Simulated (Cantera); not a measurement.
Charge: 1 mol CHF3, at 2325 °C.

Cantera equilibrium calculation (NASA polynomials, part measured and part estimated; ideal gas, pure solids and liquids). Candidate condensed phases: C, C6H6, C7H8, C8H18; 95 gas species. The tables' values for C2F4 are old estimates; treat these amounts as uncertain. Gases not in the tables: C2F6 and larger saturated fluorocarbons. The numbers say what is thermodynamically allowed, not how fast it happens.

x: gas mole fraction; n: condensed amount in mol.

```tsv
P (Pa)	x F	x HF	x CF2	x CF4	x H	x C3	x C	x CF	x CF3	n C(graphite)
1	0.609	0.160	0.000144	1.31e-12	0.102	0.0620	0.0402	0.0175	1.26e-9	0
10	0.623	[?]	[?]	[?]	[?]	[?]	[?]	0.0272	[?]	[?]
100	0.610	0.337	0.0218	2.00e-6	0.00214	0.00215	0.000608	0.0266	1.92e-5	0.835
1000	0.470	0.377	0.130	0.000706	0.000311	0.000215	6.08e-5	0.0205	0.000878	0.596
10000	[?]	[?]	[?]	[?]	[?]	[?]	[?]	[?]	[?]	[?]
100000	0.0576	0.569	0.195	0.160	3.82e-5	2.15e-6	6.08e-7	0.00251	0.0162	0.343
```

Task: Some entries are withheld; supply them.

Result: 
- 10000, x F: 0.216
- 10000, x HF: 0.461
- 10000, x CF2: 0.273
- 10000, x CF4: 0.0313
- 10000, x H: 8.28e-5
- 10000, x C3: 2.15e-5
- 10000, x C: 6.08e-6
- 10000, x CF: 0.00941
- 10000, x CF3: 0.00849
- 10000, n C(graphite): 0.300
- 10, x HF: 0.299
- 10, x CF2: 0.00228
- 10, x CF4: 2.18e-9
- 10, x H: 0.0186
- 10, x C3: 0.0215
- 10, x C: 0.00608
- 10, x CF3: 2.04e-7
- 10, n C(graphite): 0.671
